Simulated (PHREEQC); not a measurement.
A solution holds 0.16 mol/kgw MnSO4 and 0.00024 mol/kgw NaCl, at 25 °C. Closed to the air; pH follows from the charge balance.

Model: ion-association model with the Debye-Hückel limiting law, phreeqc.dat, run in PHREEQC.

No solid was allowed to form.

**Question.** Estimate the pH.

**Answer.** pH 6.55.

**Question.** In which forms is Na present?

**Answer.** Na+ 98 %, NaSO4- 1.9 % of the Na.
